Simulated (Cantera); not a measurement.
Ignition delay

Mixture: CH₄ : H₂ : O₂ : N₂ : H₂O = 1 : 0.44 : 1.17 : 4.39 : 0.86 (molar parts), equivalence ratio 1.9, at 101000 Pa, adiabatic and at constant volume. Ignition delay is the time to a rise of 400 K.

Detailed kinetics in Cantera: GRI-Mech 3.0 (53 species, 325 reactions).

| T0 (K) | delay (ms) |
|---|---|
| 1425 | 0.748 |
| 1500 | 0.424 |
| 1575 | 0.250 |
| 1650 | 0.154 |
| 1725 | 0.0989 |

* **apparent activation energy between 1575 and 1725 K**: 140 kJ/mol
